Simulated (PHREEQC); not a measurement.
A solution holds 1.1 mmol/kgw HF, 84 mmol/kgw (CH3)4NF, 17 mmol/kgw (NH4)2SiF6 and 0.73 mmol/kgw H2SO4, at 50 °C. Closed to the air; pH follows from the charge balance.

Equilibrium calculation in PHREEQC: ion-association model, phreeqc.dat.

No solid was allowed to form.

**Question.** What pH, ionic strength does the model give?

**Answer.** pH 4.86; ionic strength 0.136 mol/kgw.

**Question.** In which forms is S present?

**Answer.** SO4-2 88 %, NH4SO4- 12 % of the S.

(CH3)4N+ isn't in the database: it is added as a free cation with an ion size of 4 Å. Away from 25 °C the constants follow the database's enthalpies or fits; those with neither stay at their 25 °C values. SiF6-2 is the database's only silicon fluoride.
